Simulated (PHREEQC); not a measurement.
Dissolve 0.042 mol/kgw Mg(NO3)2, 0.00035 mol/kgw Na2SO4 and 0.00056 mol/kgw Ca(HCO3)2 at 25 °C. Closed to the air; pH follows from the charge balance.

Computed with PHREEQC (ion-association model, wateq4f.dat).

This is a speciation only: nothing precipitates in the calculation.

Task: Estimate the pH.

Result: pH 7.68.

Task: In which forms is S present?

Result: MgSO4 55 %, SO4-2 44 %, CaSO4 0.6 % of the S.

Saturation is exceeded, for instance for Magnesite (slow to form); the values hold only as long as no solid forms. Species that the database lacks are ignored.
